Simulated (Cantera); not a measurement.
A Cantera script and its output.

```python
import numpy as np
import cantera as ct

gas = ct.Solution("gri30.yaml")


def delay(T, t_max=10):
    gas.TPX = T, 101325, {'H2': 1, 'O2': 0.238, 'N2': 0.895, 'NO': 0.0035}
    reactor = ct.IdealGasReactor(gas, clone=False)
    net = ct.ReactorNet([reactor])
    net.rtol, net.atol = 1e-8, 1e-16
    while net.time < t_max:
        t_old, T_old = net.time, reactor.T
        net.step()
        if reactor.T > T + 400:  # ignition: a rise of 400 K
            return t_old + (T + 400 - T_old) / (reactor.T - T_old) * (net.time - t_old)
    return np.nan


taus = []
for T in [1298, 1373, 1448, 1523, 1598, 1673, 1748]:
    taus.append(delay(T))
    print(f"T0 = {T:6g} K   tau = {taus[-1]:.4e} s")
```

Output:

```
T0 =   1298 K   tau = 3.0885e-05 s
T0 =   1373 K   tau = 2.3153e-05 s
T0 =   1448 K   tau = 1.8329e-05 s
T0 =   1523 K   tau = 1.5289e-05 s
T0 =   1598 K   tau = 1.3395e-05 s
T0 =   1673 K   tau = 1.2276e-05 s
T0 =   1748 K   tau = 1.1716e-05 s
```

Model: GRI-Mech 3.0 (53 species, 325 reactions), integrated in Cantera. The mechanism lacks 2 NO + O2 → 2 NO2 and HONO, so NO2 and the effect of NO are under-described below about 1400 K. Where the delays flatten at high temperature, the 400 K rule measures the pace of heat release, not the induction time.
